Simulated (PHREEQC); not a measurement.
Dissolve 0.59 mol/kgw Na2SO4, 0.08 mol/kgw KCl and 1.1 mol/kgw NaCl at 25 °C. Closed to the air; pH follows from the charge balance.

Computed with PHREEQC (Pitzer model, pitzer.dat).

| quantity | before | after |
|---|---|---|
| HSO4- (mol/kgw) | 2.25e-7 | 2.80e-7 |
| SI of Mirabilite (Na2SO4:10H2O) | -0.50 | -0.73 |
| SI of Thenardite (Na2SO4) | -1.16 | -1.55 |

Question: What was changed between the two runs?
A. NaCl from 1.1 to 0.11 mol/kgw
B. temperature from 25 to 45 °C
C. diluted 5-fold with water

Answer: A, NaCl from 1.1 to 0.11 mol/kgw

Precipitation was switched off in this run.
